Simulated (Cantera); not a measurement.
Gas mixture: 48.7 % CO2, 37.6 % CH4, 13.8 % NH3, at 1.88 Torr, frozen composition.

Cantera's kinetic-theory transport with the Lennard-Jones parameters of GRI-Mech 3.0, ideal gas; thermal conductivity in the mixture-averaged form. Polar gases are described roughly by these parameters. The composition is frozen, though it would react at the higher temperatures.

One state of this run: ρ (kg/m³) = 0.000779; cp (J/kg/K) = 2193; μ (µPa s) = 40.7; λ (mW/m/K) = 127; Pr = 0.700; D (cm²/s) CH4 = 804; D (cm²/s) H2 = 2800; D (cm²/s) H2O = 976. D: mixture-averaged diffusion coefficient of that species in the mixture.

Task: Which value of T (K) does it belong to?
A. 1400
B. 1150
C. 650
D. 900

Result: B, 1150
